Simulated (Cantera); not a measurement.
A perfectly stirred reactor is fed with 7.10 % C3H8, 92.4 % H2, 0.533 % N2, at 101000 Pa; it is held at 1550 K, and followed from long to short residence time.

Model: GRI-Mech 3.0 (53 species, 325 reactions), integrated in Cantera. GRI-Mech 3.0 was tuned for natural gas; its chemistry of propane as a main component is partial and can be far from experiment. GRI-Mech 3.0 stops at C3 and has no aromatics, soot or wall deposition, so with more carbon than oxygen in the feed, carbon stays in small species such as C2H2 where larger ones or solid carbon would form.

Q: Predict: x(C3H8) at τ = 5.10 s; x(H2) at τ = 5.10 s; x(CH4) at τ = 5.10 s; x(C2H2) at τ = 5.10 s; x(C2H4) at τ = 5.10 s; x(C3H8) at τ = 0.190 s; x(H2) at τ = 0.190 s; x(CH4) at τ = 0.190 s; x(C2H2) at τ = 0.190 s; x(C2H4) at τ = 0.190 s.

A: 
```json
{
  "x(C3H8) at τ = 5.10 s": "1.22e-6",
  "x(H2) at τ = 5.10 s": "0.857",
  "x(CH4) at τ = 5.10 s": "0.0844",
  "x(C2H2) at τ = 5.10 s": "0.0465",
  "x(C2H4) at τ = 5.10 s": "0.00707",
  "x(C3H8) at τ = 0.190 s": "2.59e-5",
  "x(H2) at τ = 0.190 s": "0.865",
  "x(CH4) at τ = 0.190 s": "0.0714",
  "x(C2H2) at τ = 0.190 s": "0.0504",
  "x(C2H4) at τ = 0.190 s": "0.00862"
}
```
